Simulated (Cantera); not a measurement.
**Ignition delay**

Mixture: CH4 : O2 : N2 = 1 : 3.77 : 14.2 (molar parts), at 5.92 atm, adiabatic and at constant volume. Ignition delay is the time to a rise of 400 K.

Computed with Cantera and GRI-Mech 3.0 (53 species, 325 reactions).

```
T0 (K)  delay (ms)
------  ----------
1150          11.5
1200          5.91
1250          3.16
1300          1.74
1350         0.992
1400         0.581
1450         0.350
1500         0.217
```

```
Quantity                                                 Value
--------------------------------------------------  ----------
apparent activation energy between 1400 and 1500 K  170 kJ/mol
```
